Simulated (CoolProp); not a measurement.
Vapour pressure (bar) of dimethyl ether: the reference equation beside estimates from Tc = 127.2 °C, pc = 53.37 bar, ω = 0.196.

The numbers come from the reference Helmholtz-energy equation of state, Wu 2011 in CoolProp.

```
T (°C)  reference  Redlich-Kwong  Soave-Redlich-Kwong
------  ---------  -------------  -------------------
-19.05      1.292          1.925                1.282
-13.45      1.619          2.369                1.609
-7.95       1.999          2.875                1.990
-2.45       2.445          3.457                2.438
3.15        2.974          4.133                2.970
8.65        3.573          4.886                3.574
14.25       4.274          5.749                4.282
19.75       5.058          6.698                5.076
25.25       5.945          7.753                5.977
30.85       6.963          8.943                7.012
36.35       8.083          10.23                8.153
41.95       9.356          11.67                9.451
47.45       10.75          13.21                10.87
52.95       12.28          14.89                12.44
58.55       14.00          16.74                14.20
```

Absolute difference from the reference over all 15 rows, mean and median: Redlich-Kwong 33.1 and 32.4 %, Soave-Redlich-Kwong 0.7 and 0.6 %.
